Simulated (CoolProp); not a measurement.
Vapour-liquid equilibrium of dimethyl ether (1) + chloromethane (R40) (2) at 180 kPa; x and y are mole fractions of (1).

Values from CoolProp's multi-fluid Helmholtz-energy mixture model, Wu 2011 and Thol 2014; pair parameters Bell 2016.

```json
[
 {"x": "0.05", "bubble temperature, mixture model (K)": "263.5", "bubble temperature, Raoult's law (K)": "263.2", "y, mixture model": "0.042", "y, Raoult's law": "0.051"},
 {"x": "0.15", "bubble temperature, mixture model (K)": "263.9", "bubble temperature, Raoult's law (K)": "263.1", "y, mixture model": "0.134", "y, Raoult's law": "0.154"},
 {"x": "0.25", "bubble temperature, mixture model (K)": "264.2", "bubble temperature, Raoult's law (K)": "263.0", "y, mixture model": "0.234", "y, Raoult's law": "0.256"},
 {"x": "0.35", "bubble temperature, mixture model (K)": "264.4", "bubble temperature, Raoult's law (K)": "263.0", "y, mixture model": "0.340", "y, Raoult's law": "0.357"},
 {"x": "0.45", "bubble temperature, mixture model (K)": "264.4", "bubble temperature, Raoult's law (K)": "262.9", "y, mixture model": "0.450", "y, Raoult's law": "0.458"},
 {"x": "0.55", "bubble temperature, mixture model (K)": "264.4", "bubble temperature, Raoult's law (K)": "262.8", "y, mixture model": "0.562", "y, Raoult's law": "0.558"},
 {"x": "0.65", "bubble temperature, mixture model (K)": "264.1", "bubble temperature, Raoult's law (K)": "262.7", "y, mixture model": "0.671", "y, Raoult's law": "0.657"},
 {"x": "0.75", "bubble temperature, mixture model (K)": "263.8", "bubble temperature, Raoult's law (K)": "262.6", "y, mixture model": "0.776", "y, Raoult's law": "0.756"},
 {"x": "0.85", "bubble temperature, mixture model (K)": "263.3", "bubble temperature, Raoult's law (K)": "262.5", "y, mixture model": "0.873", "y, Raoult's law": "0.854"},
 {"x": "0.95", "bubble temperature, mixture model (K)": "262.7", "bubble temperature, Raoult's law (K)": "262.5", "y, mixture model": "0.960", "y, Raoult's law": "0.951"}
]
```

The largest gap from Raoult's law is +1.6 K in bubble temperature, at x = 0.55. y crosses x between x = 0.35 and 0.45: the model has an azeotrope there.

Pair parameters are fitted to limited data, so mixtures are less certain than the pure fluids.
